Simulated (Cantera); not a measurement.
PbO + H₂ + N₂ (hydrogen reduction and annealing atmospheres)

Charge: 1 mol PbO, 1.1 mol H₂, 3.4 mol N₂, equilibrated at 4.80 bar.

Equilibrium computed with Cantera from the NASA thermochemical tables; the gas is ideal and each condensed phase is pure. Candidate condensed phases: H₂O, Pb, PbO, PbO₂, Pb₃O₄; 27 gas species. Gases not in the tables: (PbO)n polymers. The numbers say what is thermodynamically allowed, not how fast it happens.

| T (°C) | x N₂ | x H₂O | x Pb | x H₂ | x PbO | x Pb₂ | x NH₃ | n Pb(s) | n Pb(l) |
|---|---|---|---|---|---|---|---|---|---|
| 327 | 0.756 | 0.222 | 1.07e-12 | 0.0214 | <1e-12 | <1e-12 | 0.000544 | 1.00 | 0 |
| 527 | 0.756 | 0.222 | 1.28e-8 | 0.0222 | <1e-12 | <1e-12 | 4.12e-5 | 0 | 1.00 |
| 727 | 0.756 | 0.222 | 3.37e-6 | 0.0222 | 9.35e-11 | 1.06e-11 | 8.04e-6 | 0 | 1.000 |
| 927 | 0.755 | 0.222 | 0.000134 | 0.0222 | 4.32e-8 | 4.99e-9 | 2.64e-6 | 0 | 0.999 |
| 1127 | 0.754 | 0.222 | 0.00182 | 0.0222 | 3.42e-6 | 3.84e-7 | 1.18e-6 | 0 | 0.992 |
| 1327 | 0.746 | 0.219 | 0.0126 | 0.0220 | 8.93e-5 | 9.58e-6 | 6.33e-7 | 0 | 0.942 |
| 1527 | 0.712 | 0.208 | 0.0564 | 0.0220 | 0.00107 | 0.000114 | 3.86e-7 | 0 | 0.724 |
| 1727 | 0.619 | 0.176 | 0.175 | 0.0240 | 0.00582 | 0.000713 | 2.82e-7 | 0 | 0 |
| 1927 | 0.618 | 0.172 | 0.171 | 0.0277 | 0.00943 | 0.000480 | 2.58e-7 | 0 | 0 |
x: gas mole fraction; n: condensed amount in mol.

At 327 °C the condensed part is Pb(s). From 527 °C to 1527 °C the condensed part is Pb(l). From 1727 °C to 1927 °C nothing is condensed.
